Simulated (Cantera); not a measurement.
A Cantera script and what it prints.

```python
import numpy as np
import cantera as ct

gas_names = """
    Hg N NO NO2 NO3 N2 N2O O O2 O3
""".split()
cond_names = """
    Hg(cr) Hg(L) HgO(s)
""".split()


# ... load() reads the species with a 1 bar reference pressure and builds the phases ...
atoms = {
    'Hg': {'Hg': 1},
    'O2': {'O': 2},
    'N2': {'N': 2},
}
top_T = {}  # K; cautious upper limits of use, not melting points


# ... equilibrate(T, P, feed) seeds the gas with the atoms and calls Mixture.equilibrate('TP', solver="vcs", rtol=1e-11, max_steps=5000) ...
results = []
T = 923.15  # K
P = 24  # Pa
for m in [0.31, 0.51, 0.85, 1.4, 2.4, 3.9, 6.5, 11, 18]:
    feed = {'Hg': 1, 'O2': 0.048, 'N2': m}  # mol
    mix = equilibrate(T, P, feed)
    results.append((T, P, feed, dict(zip(mix.species_names, mix.species_moles))))

top = {s: max(r[3][s] / sum(r[3][g] for g in gas_names) for r in results) for s in gas_names}
cols = sorted((s for s in top if top[s] > 1e-06), key=lambda s: -top[s])[:6]
seen = [c for c in cond_names if any(r[3].get(c, 0) > 1e-12 for r in results)]
print("log10 of partial pressures in bar; condensed amounts in mol")
print(f"{'n(N2)':>10s}" + "".join(f"{s[:9]:>10s}" for s in cols + seen))
for T, P, feed, n in results:
    ng = sum(n[g] for g in gas_names)
    print(f"{feed['N2']:10.4g}" + "".join(f"{np.log10(max(n[s] / ng * P / 1e5, 1e-99)):10.3f}" for s in cols)
          + "".join(f"{n.get(c, 0):10.4g}" for c in seen))
```

Output:

```
log10 of partial pressures in bar; condensed amounts in mol
     n(N2)        N2        Hg        O2        NO
      0.31    -4.261    -3.753    -5.071    -9.178
      0.51    -4.105    -3.812    -5.131    -9.130
      0.85    -3.969    -3.898    -5.217    -9.104
       1.4    -3.862    -4.009    -5.327    -9.106
       2.4    -3.777    -4.157    -5.476    -9.138
       3.9    -3.723    -4.314    -5.633    -9.190
       6.5    -3.685    -4.498    -5.816    -9.262
        11    -3.659    -4.701    -6.020    -9.351
        18    -3.644    -4.900    -6.219    -9.443
```

Equilibrium computed with Cantera from the NASA thermochemical tables; the gas is ideal and each condensed phase is pure.
